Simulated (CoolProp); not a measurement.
A closed Brayton cycle with carbon dioxide: compressor inlet 330.15 K and 9.5 MPa, high pressure 31.7 MPa, turbine inlet 865 K, compressor efficiency 0.8, turbine efficiency 0.93, recuperator effectiveness 0.8 (on enthalpy, no pinch check). Each further row changes one setting.

Computed with CoolProp (reference Helmholtz-energy equation of state, Span 1996).

```tsv
case	thermal efficiency (%)	net work (kJ/kg)	compressor to turbine work	compressor exit (K)	turbine exit (K)
as stated	…	102	0.40	428.7	712.5
turbine inlet 815 K	30.0	90.7	0.43	428.7	667.9
compressor inlet 340.15 K	…	92.9	0.45	…	712.5
high pressure 26.9 MPa	30.3	92.4	…	414.7	732.5
recuperator effectiveness 0.5	24.1	102	0.40	428.7	712.5
```

Task: Complete the blanks.

Result: 
- as stated, thermal efficiency (%): 31.5
- compressor inlet 340.15 K, thermal efficiency (%): 30.1
- compressor inlet 340.15 K, compressor exit (K): 449.0
- high pressure 26.9 MPa, compressor to turbine work: 0.38
